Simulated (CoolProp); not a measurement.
Carbon dioxide at 298.15 K and 13 MPa flows at 0.47 m/s in a round tube of 25 mm bore and 15 µm roughness, fully developed (64/Re and Nu = 3.66 if laminar; Colebrook and Gnielinski if turbulent). Each further row changes one setting.

Model: reference Helmholtz-energy equation of state, Span 1996, in CoolProp.

```csv
case,Reynolds number,Darcy friction factor,pressure drop (Pa/m),heat-transfer coefficient (W/(m² K)),mass flow (kg/h)
as stated,122000,…,76.7,1770,712
velocity 0.94 m/s,244000,0.0190,288,3360,1420
diameter 50 mm,244000,0.0173,32.8,…,…
```

Task: Complete the blanks.

Result: 
- as stated, Darcy friction factor: 0.0203
- diameter 50 mm, heat-transfer coefficient (W/(m² K)): 1550
- diameter 50 mm, mass flow (kg/h): 2850

Viscosity comes from a separate model (Laesecke 2017). Thermal conductivity comes from a separate model (Huber 2016).
